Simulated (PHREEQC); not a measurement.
Solution (20 °C): 2.9 mmol/kgw Na2SeO3, 0.58 mmol/kgw NH3 and 0.037 mmol/kgw NaCl. Closed to the air; pH follows from the charge balance.

Equilibrium calculation in PHREEQC: ion-association model, wateq4f.dat.

Each row changes one thing in this solution. This is a speciation only: nothing precipitates in the calculation.

```
case                                     pH  ionic strength (mol/kgw)  HSeO3- (mol/kgw)  SI of Halite (NaCl)
------------------------------------  -----  ------------------------  ----------------  -------------------
as made                               10.22                   0.00878           4.09e-5                -8.32
NH3 left out                              …                   0.00867           7.09e-5                -8.32
diluted 2-fold with water             10.07                   0.00439           3.10e-5                    …
NH3 from 0.00058 to 0.000522 mol/kgw      …                   0.00877           4.24e-5                -8.32
NaCl from 3.7e-05 to 7.4e-06 mol/kgw  10.22                   0.00875           4.09e-5                    …
temperature from 20 to 5 °C           10.70                   0.00881           1.38e-5                    …
```

**Question.** Fill in the missing entries.

**Answer.** 
- NH3 left out, pH: 9.98
- diluted 2-fold with water, SI of Halite (NaCl): -8.90
- NH3 from 0.00058 to 0.000522 mol/kgw, pH: 10.20
- NaCl from 3.7e-05 to 7.4e-06 mol/kgw, SI of Halite (NaCl): -9.02
- temperature from 20 to 5 °C, SI of Halite (NaCl): -8.28

Constants without temperature data keep their 25 °C values here.
